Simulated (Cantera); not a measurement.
An isothermal, constant-pressure homogeneous reactor starts with 60.5 % CH4, 25.4 % CO2, 13.3 % H2, 0.726 % H2O, at 1725 K and 7500 Torr.

Detailed kinetics in Cantera: GRI-Mech 3.0 (53 species, 325 reactions). GRI-Mech 3.0 stops at C3 and has no aromatics, soot or wall deposition, so with more carbon than oxygen in the feed, carbon stays in small species such as C2H2 where larger ones or solid carbon would form.

One state of this run: x CH4 = 0.0902; x CO2 = 3.56e-6; x H2 = 0.549; x CH2 = 1.23e-8; x OH = 9.93e-11; x C2H2 = 0.0460; x CH2CO = 4.49e-6. x: mole fraction; the columns are a selection and need not sum to one.

Q: Which value of t (s) does it belong to?
(A) 30.0
(B) 1.15e-5
(C) 0.00248
(D) 0.139

A: A, 30.0
